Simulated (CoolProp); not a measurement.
Computed with CoolProp (reference Helmholtz-energy equation of state, Gao 2020).

Problem. Give the vapour pressure (MPa), vapour density (kg/m³), liquid cp (kJ/(kg K)), liquid viscosity (µPa s) of saturated ammonia at -3.15, 12.45 °C.

Solution. 
| T (°C) | p (MPa) | vapour density (kg/m³) | liquid cp (kJ/(kg K)) | liquid viscosity (µPa s) |
|---|---|---|---|---|
| -3.15 | 0.381 | 3.09 | 4.59 | 176 |
| 12.45 | 0.669 | 5.27 | 4.68 | 149 |

Viscosity comes from a separate model (Fenghour 1995).
